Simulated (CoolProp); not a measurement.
Vapour pressure (bar) of vinyl chloride: the reference equation beside estimates from Tc = 425.0 K, pc = 56.00 bar, ω = 0.160.

Model: reference Helmholtz-energy equation of state, Thol 2022, in CoolProp.

| T (K) | reference | Redlich-Kwong | Soave-Redlich-Kwong | Peng-Robinson |
|---|---|---|---|---|
| 303.6 | 4.633 | 5.798 | 4.642 | 4.623 |
| 307 | 5.101 | 6.349 | 5.118 | 5.091 |
| 310.4 | 5.604 | 6.937 | 5.629 | 5.595 |
| 313.9 | 6.160 | 7.581 | 6.195 | 6.152 |
| 317.3 | 6.737 | 8.246 | 6.784 | 6.732 |
| 320.7 | 7.354 | 8.951 | 7.414 | 7.352 |
| 324.1 | 8.011 | 9.698 | 8.086 | 8.013 |
| 327.6 | 8.732 | 10.51 | 8.824 | 8.740 |
| 331 | 9.478 | 11.35 | 9.588 | 9.492 |
| 334.4 | 10.27 | 12.22 | 10.40 | 10.29 |
| 337.8 | 11.11 | 13.15 | 11.26 | 11.14 |

Absolute difference from the reference over all 11 rows, mean and median: Redlich-Kwong 21.7 and 21.7 %, Soave-Redlich-Kwong 0.8 and 0.8 %, Peng-Robinson 0.1 and 0.1 %.
